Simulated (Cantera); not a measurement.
Hydrocarbon pyrolysis for carbon deposition

A perfectly stirred reactor is fed with CH4 : N2 = 1 : 16 (molar parts), at 3.53 Torr; it is held at 1875 K, and followed from long to short residence time.

Cantera simulation using GRI-Mech 3.0 (53 species, 325 reactions); the numbers are that mechanism's predictions, not measurements. GRI-Mech 3.0 stops at C3 and has no aromatics, soot or wall deposition, so with more carbon than oxygen in the feed, carbon stays in small species such as C2H2 where larger ones or solid carbon would form. Radical loss at walls, strong at low pressure, is not modelled.

| τ (s) | x CH4 | x C2H6 | x C2H | x H | x C2H2 | x H2 | x HCN |
|---|---|---|---|---|---|---|---|
| 0.46 | 0.0164 | 8.32e-7 | 9.32e-7 | 0.000241 | 0.0190 | 0.0584 | 1.25e-5 |
| 0.16 | 0.0289 | 1.52e-6 | 5.36e-7 | 0.000146 | 0.0123 | 0.0397 | 2.97e-6 |
| 0.055 | 0.0451 | 1.53e-6 | 1.72e-7 | 5.68e-5 | 0.00413 | 0.0162 | 3.28e-7 |
| 0.019 | 0.0561 | 4.88e-7 | 1.69e-8 | 1.12e-5 | 0.000304 | 0.00233 | 8.91e-9 |
| 0.0065 | 0.0583 | 6.36e-8 | 5.76e-10 | 3.62e-6 | 6.26e-6 | 0.000296 | 2.77e-10 |
| 0.0023 | 0.0587 | 6.92e-9 | 6.14e-12 | 2.76e-6 | 1.06e-7 | 8.10e-5 | 1.79e-11 |
| 0.00078 | 0.0588 | 5.37e-10 | <1e-12 | 2.51e-6 | 1.29e-9 | 2.51e-5 | 1.28e-12 |
| 0.00027 | 0.0588 | 3.03e-11 | <1e-12 | 2.14e-6 | 1.39e-11 | 7.38e-6 | <1e-12 |
x: mole fraction; the columns are a selection and need not sum to one.
